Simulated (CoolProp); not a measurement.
Model: reference Helmholtz-energy equation of state, Zhou 2011, in CoolProp.

For dimethyl carbonate, give the phase and the density (kg/m³), cv (kJ/(kg K)), speed of sound (m/s) at 600 K and 459 kPa.


- 600 K and 459 kPa: gas; density 8.51, cv 1.77, speed of sound 236
